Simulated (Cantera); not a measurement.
Charge: 1 mol BN, 15 mol H2O, 13 mol N2, at 850 Pa.

Equilibrium computed with Cantera from the NASA thermochemical tables; the gas is ideal and each condensed phase is pure. Candidate condensed phases: B, BN, B2O3, B3O3H3, H2O; 39 gas species. Gases not in the tables: H3BO3. Kinetics and transport are ignored.

Question: Which condensed phases are stable at each of these points (T (K)): 1050, 1150, 1250, 1350, 1450, 1550, 1650, 1750, 1850, 1950, 2050?

Answer: 
```tsv
T (K)	condensed phases	B condensed (%)
1050	B2O3(l)	92.9
1150	B2O3(l)	88.0
1250	B2O3(l)	62.7
1350	gas only	0.0
1450	gas only	0.0
1550	gas only	0.0
1650	gas only	0.0
1750	gas only	0.0
1850	gas only	0.0
1950	gas only	0.0
2050	gas only	0.0
```

From 1050 K to 1250 K the condensed part is B2O3(l). From 1350 K to 2050 K nothing is condensed.
